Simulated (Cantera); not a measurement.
A closed system holds: 1 mol V2O3, 2.6 mol H2, 0.39 mol N2, equilibrated at 873 K.

Method: chemical equilibrium by Gibbs-energy minimisation in Cantera with the NASA 1993 tables (ideal gas, pure condensed phases). Candidate condensed phases: H2O, V, VN, VO, V2O3, V2O4, V2O5; 28 gas species. VN: taken at fixed stoichiometry. Condensed phases not in the tables: the oxides between V2O3 and V2O5 other than VO2, V2N. Kinetics and transport are ignored.

Problem. At 0.100 bar, list the 4 most abundant gas species with their mole fractions, and the condensed phases.

Solution. H2 0.869, N2 0.130, H2O 0.00129, NH3 4.43e-5. Condensed: VN(s) + V2O3(s).
